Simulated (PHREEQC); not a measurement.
1 kg of water meets 20 L of dry gas (CO2 1 by moles) at fixed total pressure, at 1 atm; fugacities by Peng-Robinson. The gases take part in no redox reaction, some water evaporates into the gas, and hydrates or a liquid gas phase aren't modelled. Precipitation was switched off in this run.

Equilibrium calculation in PHREEQC: Pitzer model, pitzer.dat.

| T (°C) | dissolved CO2 (all carbonate carbon) (mol/kgw) | φ of CO2 | pH |
|---|---|---|---|
| 10 | 0.0529 | 0.994 | 3.87 |
| 20 | 0.0382 | 0.994 | 3.90 |
| 30 | 0.0286 | 0.995 | 3.93 |
| 40 | 0.0220 | 0.995 | 3.97 |
| 50 | 0.0171 | 0.996 | 4.02 |
| 60 | 0.0133 | 0.996 | 4.08 |
| 70 | 0.00991 | 0.997 | 4.15 |
| 80 | 0.00677 | 0.998 | 4.25 |

Species that the database lacks are ignored. Away from 25 °C the constants follow the database's enthalpies or fits; those with neither stay at their 25 °C values.
